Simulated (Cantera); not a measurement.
An isothermal, constant-pressure homogeneous reactor starts with C₃H₈ : H₂ = 1 : 2.9 (molar parts), at 1550 K and 66.0 Torr.

Detailed kinetics in Cantera: GRI-Mech 3.0 (53 species, 325 reactions). GRI-Mech 3.0 was tuned for natural gas; its chemistry of propane as a main component is partial and can be far from experiment. GRI-Mech 3.0 stops at C3 and has no aromatics, soot or wall deposition, so with more carbon than oxygen in the feed, carbon stays in small species such as C2H2 where larger ones or solid carbon would form.

x: mole fraction; the columns are a selection and need not sum to one.

```json
[
 {"t (s)": "1.00e-6", "x C₃H₈": "0.256", "x H₂": "0.743", "x C₂H": "<1e-12", "x CH₂": "7.82e-10", "x CH₃": "0.000399", "x C₂H₄": "3.36e-5", "x H": "1.95e-5"},
 {"t (s)": "8.36e-6", "x C₃H₈": "0.249", "x H₂": "0.740", "x C₂H": "<1e-12", "x CH₂": "5.25e-7", "x CH₃": "0.00432", "x C₂H₄": "0.00327", "x H": "0.000173"},
 {"t (s)": "6.99e-5", "x C₃H₈": "0.129", "x H₂": "0.676", "x C₂H": "[?]", "x CH₂": "9.45e-6", "x CH₃": "0.0202", "x C₂H₄": "0.0914", "x H": "0.000833"},
 {"t (s)": "0.000585", "x C₃H₈": "0.000467", "x H₂": "0.622", "x C₂H": "[?]", "x CH₂": "7.32e-7", "x CH₃": "0.00229", "x C₂H₄": "0.149", "x H": "0.000386"},
 {"t (s)": "0.00489", "x C₃H₈": "9.38e-8", "x H₂": "0.642", "x C₂H": "[?]", "x CH₂": "2.79e-8", "x CH₃": "0.000340", "x C₂H₄": "0.0928", "x H": "6.48e-5"},
 {"t (s)": "0.0409", "x C₃H₈": "1.60e-8", "x H₂": "0.668", "x C₂H": "[?]", "x CH₂": "1.67e-8", "x CH₃": "0.000252", "x C₂H₄": "0.0176", "x H": "5.41e-5"},
 {"t (s)": "0.342", "x C₃H₈": "7.75e-9", "x H₂": "0.687", "x C₂H": "[?]", "x CH₂": "1.74e-8", "x CH₃": "0.000240", "x C₂H₄": "0.00237", "x H": "6.17e-5"},
 {"t (s)": "2.86", "x C₃H₈": "1.43e-9", "x H₂": "0.741", "x C₂H": "[?]", "x CH₂": "1.07e-8", "x CH₃": "0.000122", "x C₂H₄": "0.00237", "x H": "7.77e-5"},
 {"t (s)": "23.9", "x C₃H₈": "2.03e-10", "x H₂": "0.772", "x C₂H": "6.51e-8", "x CH₂": "3.80e-9", "x CH₃": "3.56e-5", "x C₂H₄": "0.00249", "x H": "9.37e-5"},
 {"t (s)": "200", "x C₃H₈": "1.93e-10", "x H₂": "0.772", "x C₂H": "6.53e-8", "x CH₂": "3.65e-9", "x CH₃": "3.40e-5", "x C₂H₄": "0.00250", "x H": "9.39e-5"}
]
```

Task: Complete the blanks.

Result: 
- 6.99e-5, x C₂H: 4.87e-9
- 0.000585, x C₂H: 7.61e-8
- 0.00489, x C₂H: 2.49e-8
- 0.0409, x C₂H: 3.29e-8
- 0.342, x C₂H: 4.06e-8
- 2.86, x C₂H: 5.31e-8
